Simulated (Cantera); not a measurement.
Charge: 1 mol SrCl2, 1.5 mol O2, 0.69 mol H2, 1.6 mol HCl, at 1052 °C and 0.133 bar.

Cantera equilibrium calculation (NASA polynomials, part measured and part estimated; ideal gas, pure solids and liquids). Candidate condensed phases: H2O, Sr, SrCl2, SrO, Sr(OH)2; 20 gas species. Condensed phases not in the tables: oxide chlorides. Rates play no part.

Base state: HCl 0.440, O2 0.330, H2O 0.214, Cl2 0.0111, Cl 0.00446, SrCl2 0.000154, OH 3.78e-5, ClO 2.95e-5 (mole fractions); condensed: SrCl2(l).

Q: What changes in the equilibrium state with this change: temperature from 1052 °C to 1525 °C?

A: 
| species | before | after |
|---|---|---|
| HCl | 0.440 | 0.356 |
| O2 | 0.330 | 0.275 |
| H2O | 0.214 | 0.190 |
| SrCl2 | 0.000154 | 0.139 |
| Cl | 0.00446 | 0.0363 |
| Cl2 | 0.0111 | 0.00179 |
| O | 4.33e-7 | 0.000172 |
| H2 | 1.37e-7 | 5.25e-5 |
| OH | 3.78e-5 | 0.00166 |
| ClO | 2.95e-5 | 0.000124 |
| HOCl | 2.46e-5 | 2.67e-5 |
| SrCl2(l), mol | 0.999 | 0.437 |

Q: What changes in the equilibrium state with this change: pressure from 0.133 bar to 0.500 bar?

A: 
```csv
species,before,after
HCl,0.440,0.427
O2,0.330,0.328
H2O,0.214,0.223
Cl2,0.0111,0.0194
SrCl2,0.000154,4.10e-5
HOCl,2.46e-5,4.60e-5
Cl,0.00446,0.00304
OH,3.78e-5,2.77e-5
"SrCl2(l), mol",0.999,1.000
```
